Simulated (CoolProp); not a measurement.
R227EA along the isobar 7.18 MPa: fugacity coefficient from the reference equation and from simpler models built on Tc = 374.9 K, pc = 2.925 MPa, ω = 0.358; each cubic takes its own stable root.

The numbers come from the reference Helmholtz-energy equation of state, Lemmon 2016 in CoolProp.

| T (K) | phase | reference | van der Waals | Soave-Redlich-Kwong |
|---|---|---|---|---|
| 312.8 | liquid | 0.1120 | 0.2326 | 0.1178 |
| 324.7 | liquid | 0.1462 | 0.2625 | 0.1540 |
| 336.6 | liquid | 0.1855 | 0.2933 | 0.1956 |
| 348.5 | liquid | 0.2294 | 0.3248 | 0.2420 |
| 360.5 | liquid | 0.2777 | 0.3569 | 0.2928 |
| 372.4 | liquid | 0.3285 | 0.3890 | 0.3460 |
| 384.3 | supercritical | 0.3812 | 0.4210 | 0.4006 |
| 396.2 | supercritical | 0.4343 | 0.4528 | 0.4551 |
| 408.1 | supercritical | 0.4863 | 0.4840 | 0.5080 |
| 420.1 | supercritical | 0.5358 | 0.5146 | 0.5581 |
| 432 | supercritical | 0.5809 | 0.5441 | 0.6038 |
| 443.9 | supercritical | 0.6214 | 0.5723 | 0.6453 |
| 455.8 | supercritical | 0.6576 | 0.5992 | 0.6828 |
